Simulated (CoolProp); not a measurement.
Vapour-liquid equilibrium of m-xylene (1) + o-xylene (2) at 421.6 K; x and y are mole fractions of (1).

Model: multi-fluid Helmholtz-energy mixture model, Zhou 2012 and Zhou 2012; pair parameters Bell 2016, in CoolProp.

Problem. Give the bubble pressure and the first vapour's composition at x = 0.55, 0.85, 0.95. Is there an azeotrope?

Solution. x = 0.55: 0.1220 MPa, y = 0.584; x = 0.85: 0.1271 MPa, y = 0.866; x = 0.95: 0.1287 MPa, y = 0.955. No azeotrope shows between x = 0.05 and 0.95.

Pair parameters are fitted to limited data, so mixtures are less certain than the pure fluids.
